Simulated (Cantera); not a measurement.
Standard-state values (1 bar) from the NASA 1993 polynomials, evaluated with Cantera. Values are per mole of reaction as written; species without (g) are pure solids or liquids, kept so even where they would boil at 1 bar.

Q: Between 300 and 648 K, where is each reaction favourable under standard conditions?
- 4 NH3(g) + P4O10 → 4 PH3(g) + 4 N(g) + 5 O2(g)

A: 
- 4 NH3(g) + P4O10 → 4 PH3(g) + 4 N(g) + 5 O2(g): ΔG° is 4662 kJ at 300 K and 4149 kJ at 648 K; it stays positive (K < 1). ΔH° is 5094 kJ and ΔS° 1459 J/K at 648 K.
